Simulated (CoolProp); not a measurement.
Acetone at several states: fugacity coefficient from the reference equation and from simpler models built on Tc = 508.1 K, pc = 46.92 bar, ω = 0.307; each cubic takes its own stable root.

Model: reference Helmholtz-energy equation of state, Lemmon 2006, in CoolProp. It is a short technical equation, of lower accuracy than the large ones.

```json
[
 {"T (K)": "541.6", "p (bar)": "0.233", "phase": "gas", "reference": "0.9984", "van der Waals": "0.9987", "Redlich-Kwong": "0.9986", "Soave-Redlich-Kwong": "0.9986", "Peng-Robinson": "0.9985"},
 {"T (K)": "403", "p (bar)": "246", "phase": "liquid", "reference": "0.04792", "van der Waals": "0.1646", "Redlich-Kwong": "0.08274", "Soave-Redlich-Kwong": "[?]", "Peng-Robinson": "[?]"},
 {"T (K)": "445.4", "p (bar)": "2.41", "phase": "gas", "reference": "0.9675", "van der Waals": "0.9792", "Redlich-Kwong": "[?]", "Soave-Redlich-Kwong": "0.9730", "Peng-Robinson": "0.9709"},
 {"T (K)": "370.8", "p (bar)": "38.7", "phase": "liquid", "reference": "0.08970", "van der Waals": "[?]", "Redlich-Kwong": "[?]", "Soave-Redlich-Kwong": "[?]", "Peng-Robinson": "0.09331"}
]
```

Problem. Fill in the missing entries.

Solution. 
- 403, Soave-Redlich-Kwong: 0.05960
- 403, Peng-Robinson: 0.05362
- 445.4, Redlich-Kwong: 0.9746
- 370.8, van der Waals: 0.2917
- 370.8, Redlich-Kwong: 0.1512
- 370.8, Soave-Redlich-Kwong: 0.09561
